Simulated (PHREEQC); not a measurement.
A column of 1 m (40 cells, dispersivity 0.035 m, 720 s a shift, diffusion coefficient 3e-10 m²/s) holds 0.0072 eq of the database's cation exchanger X per kg of pore water, first in equilibrium with 0.00069 mol/kgw NaCl and 1e-05 mol/kgw HCl. It is flushed with 0.0034 mol/kgw KCl, 0.0023 mol/kgw SrCl2 and 1e-05 mol/kgw HCl, at 25 °C. Values are for the last cell. No CO2 enters from the air. Nothing may precipitate in this run.

Base run: PHREEQC, ion-association model, phreeqc.dat. Each further column changes one thing. The table gives Na in solution (mol/kgw).

| pore volumes | base | exchange capacity from 0.0072 to 0.0036 eq/kgw | dispersivity from 0.035 to 0.07 m |
|---|---|---|---|
| 0 | 0.000690 | 0.000690 | 0.000690 |
| 0.5125 | 0.000739 | 0.000739 | 0.00101 |
| 1.012 | 0.00486 | 0.00486 | 0.00496 |
| 1.512 | 0.00767 | 0.00203 | 0.00712 |
| 2.013 | 0.00167 | 7.41e-5 | (withheld) |
| 2.513 | 5.11e-5 | 2.72e-6 | (withheld) |
| 3.013 | 1.58e-6 | 9.54e-8 | (withheld) |
| 3.513 | 5.31e-8 | 3.24e-9 | 5.98e-6 |
| 4.013 | 1.83e-9 | 1.08e-10 | (withheld) |

### Question
Complete the blanks.

### Answer

- 2.013, dispersivity from 0.035 to 0.07 m: 0.00208
- 2.513, dispersivity from 0.035 to 0.07 m: 0.000266
- 3.013, dispersivity from 0.035 to 0.07 m: 3.88e-5
- 4.013, dispersivity from 0.035 to 0.07 m: 9.45e-7
